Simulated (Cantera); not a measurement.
Equilibrium for boron, boron nitride and boron oxide: B2O3 + H2

A closed system holds: 1 mol B2O3, 26 mol H2, at 56.0 Pa.

Cantera equilibrium calculation (NASA polynomials, part measured and part estimated; ideal gas, pure solids and liquids). Candidate condensed phases: B, B2O3, B3O3H3, H2O; 23 gas species. Equilibrium is a limit: real reactors are often held back by kinetics, nucleation or transport.

```
T (°C)   x H2   x HBO2    x HBO    x B2O3       x H      x BO  n B2O3(l)
------  -----  -------  -------  --------  --------  --------  ---------
1025    0.997  0.00136  0.00152  0.000315   4.52e-5   2.49e-6      0.954
1100    0.988  0.00450  0.00449   0.00224  0.000140   2.02e-5      0.818
1175    0.960   0.0132   0.0115    0.0128  0.000382  0.000129      0.294
1250    0.944   0.0180   0.0154    0.0183  0.000949  0.000391          0
1325    0.941   0.0191   0.0168    0.0168   0.00218  0.000887          0
1400    0.937   0.0201   0.0179    0.0153   0.00466   0.00184          0
1475    0.930   0.0210   0.0186    0.0137   0.00931   0.00352          0
1550    0.920   0.0216   0.0187    0.0119    0.0176   0.00620          0
```
x: gas mole fraction; n: condensed amount in mol.

From 1025 °C to 1175 °C the condensed part is B2O3(l). From 1250 °C to 1550 °C nothing is condensed. The main B-bearing gas is HBO at 1025 °C and B2O3 at 1550 °C.
